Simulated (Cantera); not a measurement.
A Cantera script and its output.

```python
import numpy as np
import cantera as ct

gas = ct.Solution("gri30.yaml")
gas.TPX = 350, 1000000, {'CH4': 1, 'C2H6': 0.63, 'O2': 3, 'N2': 11.3}
flame = ct.FreeFlame(gas, width=0.008)
flame.set_refine_criteria(ratio=3, slope=0.08, curve=0.16)
flame.transport_model = "mixture-averaged"
flame.solve(loglevel=0, auto=True)
z, T = flame.grid, flame.T
thick = (T[-1] - T[0]) / np.gradient(T, z).max()
show = ['CH4', 'C2H6', 'O2', 'O', 'CH3', 'CO']
print(f"laminar burning velocity  {flame.velocity[0] * 100:.3f} cm/s")
print(f"burnt temperature         {T[-1]:.1f} K")
print(f"thermal thickness         {thick * 1e3:.4f} mm")
print(f"grid points               {len(z)}")
z0 = z[flame.heat_release_rate.argmax()]
print(f"{'z/mm':>9s}{'T/K':>9s}{'u/(m/s)':>9s}" + "".join(f"{s:>11s}" for s in show))
rows = []
for k in (-3, -2, -1.5, -1, -0.5, -0.25, 0, 0.25, 0.5, 1, 2, 4, 8):
    zz = z0 + k * thick
    rows.append([k * thick, np.interp(zz, z, T), np.interp(zz, z, flame.velocity),
                 *(np.interp(zz, z, flame.X[gas.species_index(s)]) for s in show)])
    print(f"{rows[-1][0] * 1e3:9.3f}{rows[-1][1]:9.1f}{rows[-1][2]:9.3f}" + "".join(f"{x:11.3e}" for x in rows[-1][3:]))
```

Output:

```
laminar burning velocity  12.602 cm/s
burnt temperature         2040.2 K
thermal thickness         0.1286 mm
grid points               131
     z/mm      T/K  u/(m/s)        CH4       C2H6         O2          O        CH3         CO
   -0.386    350.2    0.126  6.263e-02  3.947e-02  1.879e-01  5.317e-22  2.377e-14  4.989e-06
   -0.257    353.7    0.128  6.224e-02  3.931e-02  1.870e-01  1.558e-18  4.084e-13  9.046e-05
   -0.193    372.1    0.135  6.129e-02  3.901e-02  1.848e-01  1.564e-16  3.564e-12  5.961e-04
   -0.129    495.8    0.183  5.679e-02  3.712e-02  1.732e-01  4.968e-14  2.782e-10  4.681e-03
   -0.064    971.2    0.369  4.092e-02  2.496e-02  1.247e-01  6.456e-09  2.508e-06  2.528e-02
   -0.032   1368.6    0.529  2.714e-02  1.028e-02  7.871e-02  3.221e-06  2.213e-04  4.670e-02
    0.000   1735.7    0.680  1.358e-02  1.010e-03  3.462e-02  2.302e-05  9.326e-04  6.868e-02
    0.032   1926.1    0.758  6.473e-03  8.615e-05  1.271e-02  1.784e-05  8.537e-04  7.662e-02
    0.064   1999.8    0.787  4.038e-03  2.139e-05  4.969e-03  7.702e-06  5.635e-04  7.740e-02
    0.129   2040.8    0.802  2.704e-03  4.230e-06  1.119e-03  1.415e-06  2.700e-04  7.626e-02
    0.257   2051.1    0.806  1.960e-03  1.072e-06  1.358e-04  2.327e-07  1.340e-04  7.517e-02
    0.514   2049.7    0.807  1.331e-03  3.927e-07  4.365e-06  1.113e-07  7.981e-05  7.556e-02
    1.028   2045.9    0.807  7.869e-04  1.302e-07  1.512e-07  1.028e-07  4.488e-05  7.760e-02
```

Computed with Cantera and GRI-Mech 3.0 (53 species, 325 reactions). Burning velocities carry a grid error of a few per cent, more on coarse grids.
